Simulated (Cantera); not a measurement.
## Hydrocarbon pyrolysis for carbon deposition

An isothermal, constant-pressure homogeneous reactor starts with 27.0 % CH₄, 73.0 % H₂, at 1550 K and 0.0133 bar.

Computed with Cantera and GRI-Mech 3.0 (53 species, 325 reactions). GRI-Mech 3.0 stops at C3 and has no aromatics, soot or wall deposition, so with more carbon than oxygen in the feed, carbon stays in small species such as C2H2 where larger ones or solid carbon would form. Radical loss at walls, strong at low pressure, is not modelled.

```tsv
t (s)	x CH₄	x H₂	x C₂H₄	x C₂H	x CH₃
4.00e-5	0.270	0.730	<1e-12	<1e-12	4.18e-7
0.000139	0.270	0.730	2.53e-12	<1e-12	1.59e-6
0.000485	0.270	0.730	1.73e-10	<1e-12	5.68e-6
0.00169	0.270	0.730	8.53e-9	<1e-12	1.99e-5
0.00587	0.270	0.730	3.74e-7	<1e-12	6.91e-5
0.0204	0.270	0.730	1.55e-5	<1e-12	0.000234
0.0711	0.268	0.731	0.000464	3.63e-11	0.000663
0.248	0.254	0.739	0.00181	1.74e-9	0.000814
0.862	0.212	0.765	0.00141	8.96e-9	0.000702
3.00	0.129	0.815	0.000675	2.53e-8	0.000477
```
x: mole fraction; the columns are a selection and need not sum to one.

Equilibrium at this temperature and pressure: CH₄ 0.00183, H₂ 0.892, C₂H₄ 0.000218, C₂H 7.78e-8, CH₃ 1.08e-5 (gas phase only).
